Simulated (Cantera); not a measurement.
Cantera run:

```python
import numpy as np
import cantera as ct

gas_names = """
    Ca CaCL CaCL2 CaO Ca2 CL CLO CL2 O O2 O3
""".split()
cond_names = """
    Ca(a) Ca(b) Ca(L) CaCL2(s) CaCL2(L) CaO(s) CaO(L)
""".split()


def load(file, names, dense=False):
    # The tables refer to 1 bar. Condensed volumes are neglected.
    table = {s.name: s for s in ct.Species.list_from_file(file)}
    out = []
    for n in names:
        d = dict(table[n].input_data)
        d["thermo"] = dict(d["thermo"], **{"reference-pressure": 1e5})
        if dense:
            d["equation-of-state"] = {"model": "constant-volume", "density": "1e6 g/cm^3"}
        out.append(ct.Species.from_dict(d))
    return out


gas = ct.Solution(thermo="ideal-gas", species=load("nasa_gas.yaml", gas_names))
cond = {s.name: ct.Solution(thermo="fixed-stoichiometry", species=[s], name=s.name)
        for s in load("nasa_condensed.yaml", cond_names, dense=True)}
atoms = {
    'CaO': {'Ca': 1, 'O': 1},
    'Cl2': {'CL': 2},
    'O2': {'O': 2},
}
top_T = {}  # K; cautious upper limits of use, not melting points


def equilibrate(T, P, feed):
    n = {}
    for name, mol in feed.items():
        for a, k in atoms[name].items():
            n[a] = n.get(a, 0.0) + k * mol
    gas.TPX = T, P, n
    mass = sum(n.values()) * gas.mean_molecular_weight
    gas.equilibrate("TP")
    valid = [c for c in cond.values() if c.min_temp <= T <= top_T.get(c.name, c.max_temp)]
    mix = ct.Mixture([(gas, mass / gas.mean_molecular_weight)] + [(c, 0.0) for c in valid])
    mix.T, mix.P = T, P
    mix.equilibrate("TP", solver="vcs", rtol=1e-11, max_steps=5000)
    return mix


results = []
feed = {'CaO': 1, 'Cl2': 0.86, 'O2': 0.23}  # mol
P = 1.6  # Pa
for T in [723, 798, 873, 948, 1023, 1098, 1173]:
    mix = equilibrate(T, P, feed)
    results.append((T, P, feed, dict(zip(mix.species_names, mix.species_moles))))
    x = sorted(zip(gas.X, gas.species_names), reverse=True)
    print(f"T = {T:g} K  P = {P:g} Pa  gas = {mix.phase_moles(0):.4g} mol")
    print("   x: " + "  ".join(f"{s} {v:.3e}" for v, s in x if v > 0.001))
    print("   condensed (mol): " + ("  ".join(f"{mix.phase(i).name} {mix.phase_moles(i):.4g}"
          for i in range(1, mix.n_phases) if mix.phase_moles(i) > 1e-12) or "none"))
```

Result:

```
T = 723 K  P = 1.6 Pa  gas = 0.66 mol
   x: O2 1.000e+00
   condensed (mol): CaCL2(s) 0.86  CaO(s) 0.14
T = 798 K  P = 1.6 Pa  gas = 0.66 mol
   x: O2 1.000e+00
   condensed (mol): CaCL2(s) 0.86  CaO(s) 0.14
T = 873 K  P = 1.6 Pa  gas = 0.66 mol
   x: O2 9.999e-01
   condensed (mol): CaCL2(s) 0.86  CaO(s) 0.14
T = 948 K  P = 1.6 Pa  gas = 0.6604 mol
   x: O2 9.992e-01
   condensed (mol): CaCL2(s) 0.8596  CaO(s) 0.1403
T = 1023 K  P = 1.6 Pa  gas = 0.664 mol
   x: O2 9.929e-01  CL 3.333e-03  CaCL2 3.186e-03
   condensed (mol): CaCL2(s) 0.8564  CaO(s) 0.1415
T = 1098 K  P = 1.6 Pa  gas = 0.6912 mol
   x: O2 9.501e-01  CaCL2 3.280e-02  CL 1.534e-02  CL2 1.723e-03
   condensed (mol): CaCL2(L) 0.8308  CaO(s) 0.1465
T = 1173 K  P = 1.6 Pa  gas = 0.9066 mol
   x: O2 7.130e-01  CaCL2 2.308e-01  CL 5.264e-02  CL2 3.533e-03
   condensed (mol): CaCL2(L) 0.6237  CaO(s) 0.1671
```

Equilibrium computed with Cantera from the NASA thermochemical tables; the gas is ideal and each condensed phase is pure. Mutual solubility and eutectic melting of coexisting phases are not modelled. Condensed phases not in the tables: oxide chlorides.
